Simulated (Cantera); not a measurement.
Mixture: 2.66 % CO, 0.666 % H2, 3.20 % CH4, 19.7 % O2, 73.8 % N2, equivalence ratio 0.41, at 1.09 atm, adiabatic and at constant volume. Ignition delay is the time to a rise of 400 K.

Computed with Cantera and GRI-Mech 3.0 (53 species, 325 reactions).

Q: Predict: delay at 1100 K; delay at 1300 K; delay at 1500 K; delay at 1700 K; apparent activation energy between 1600 and 1800 K.

A: 
```json
{
 "delay at 1100 K": "9.91 ms",
 "delay at 1300 K": "1.45 ms",
 "delay at 1500 K": "0.322 ms",
 "delay at 1700 K": "0.105 ms",
 "apparent activation energy between 1600 and 1800 K": "120 kJ/mol"
}
```
